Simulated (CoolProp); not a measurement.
Vapour-liquid equilibrium of n-pentane (1) + toluene (2) at 0.0632 MPa; x and y are mole fractions of (1).

Values from CoolProp's multi-fluid Helmholtz-energy mixture model, Thol 2019 and Lemmon 2006; pair parameters Bell 2016.

| x | bubble temperature (K) | y at the bubble point | dew temperature at overall composition x (K) | liquid density (mol/L) |
|---|---|---|---|---|
| 0.05 | 353.4 | 0.402 | 366.4 | 8.746 |
| 0.15 | 335.1 | 0.721 | 363.1 | 8.865 |
| 0.25 | 324.4 | 0.836 | 359.6 | 8.905 |
| 0.35 | 317.5 | 0.891 | 355.7 | 8.905 |
| 0.45 | 312.5 | 0.923 | 351.2 | 8.885 |
| 0.55 | 308.6 | 0.944 | 346.2 | 8.852 |
| 0.65 | 305.3 | 0.960 | 340.2 | 8.811 |
| 0.75 | 302.4 | 0.973 | 332.7 | 8.765 |
| 0.85 | 299.8 | 0.985 | 322.8 | 8.716 |
| 0.95 | 297.3 | 0.995 | 307.4 | 8.665 |

No azeotrope shows between x = 0.05 and 0.95.

Pair parameters are fitted to limited data, so mixtures are less certain than the pure fluids.
